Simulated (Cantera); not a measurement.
A closed system holds: 1 mol C₂H₄, 0.063 mol H₂O, 19 mol N₂, at 2625 °C and 10.0 mbar.

These are equilibrium values from Cantera (NASA tables, ideal gas, pure condensed phases), not measurements of a reactor. Candidate condensed phases: C, C₆H₆, C₇H₈, C₈H₁₈, H₂O; 136 gas species. Kinetics and transport are ignored.

Base state: N₂ 0.803, H 0.130, HCN 0.0170, CN 0.0159, H₂ 0.0130, C₃ 0.0101, HNC 0.00296, CO 0.00272 (mole fractions); condensed: C(graphite).

Task: What changes in the equilibrium state with this change: temperature from 2625 °C to 1652 °C?

Result: 
```json
[
 {"species": "N₂", "before": "0.803", "after": "0.896"},
 {"species": "H₂", "before": "0.0130", "after": "0.0943"},
 {"species": "HCN", "before": "0.0170", "after": "0.00315"},
 {"species": "H", "before": "0.130", "after": "0.00294"},
 {"species": "C₃", "before": "0.0101", "after": "<1e-9"},
 {"species": "CN", "before": "0.0159", "after": "1.93e-6"},
 {"species": "C", "before": "0.00186", "after": "<1e-9"},
 {"species": "C₂", "before": "0.00101", "after": "<1e-9"},
 {"species": "C₅", "before": "0.000134", "after": "<1e-9"},
 {"species": "C(graphite), mol", "before": "0.204", "after": "1.87"}
]
```

Task: What changes in the equilibrium state with this change: H₂O from 0.063 to 0.095 mol?

Result: 
```tsv
species	before	after
N₂	0.803	0.800
H	0.130	0.132
HCN	0.0170	0.0172
CO	0.00272	0.00409
H₂	0.0130	0.0133
CN	0.0159	0.0159
C₃	0.0101	0.0101
C₂H₂ (acetylene)	0.000596	0.000608
C₄H₂	1.14e-5	1.16e-5
CH	1.13e-5	1.14e-5
C₂H	0.000880	0.000889
C(graphite), mol	0.204	0.161
```
